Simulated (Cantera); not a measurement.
Charge: 1 mol CH₃SiCl₃, 0.0058 mol C₃H₈, 340 mol H₂, 0.012 mol CH₄, held at 10.0 Torr.

Equilibrium computed with Cantera from the NASA thermochemical tables; the gas is ideal and each condensed phase is pure. Candidate condensed phases: C, C₆H₆, C₇H₈, C₈H₁₈, Si, SiC; 109 gas species. The feed counts by its element totals alone. Rates play no part. All values below are at 1177 °C.

Base state: H₂ 0.991, HCl 0.00874, H 8.15e-5, CH₄ 4.32e-5 (mole fractions); condensed: C(graphite) + SiC(s).

Task: What changes in the equilibrium state with this change: CH₃SiCl₃ replaced by Si(CH₃)₄?

Result: 
| species | before | after |
|---|---|---|
| H₂ | 0.991 | 1.000 |
| H | 8.15e-5 | 8.19e-5 |
| CH₄ | 4.32e-5 | 4.40e-5 |
| HCl | 0.00874 | 0 |
| C(graphite), mol | 0.0117 | 3.01 |
| SiC(s), mol | 1.000 | 1.000 |
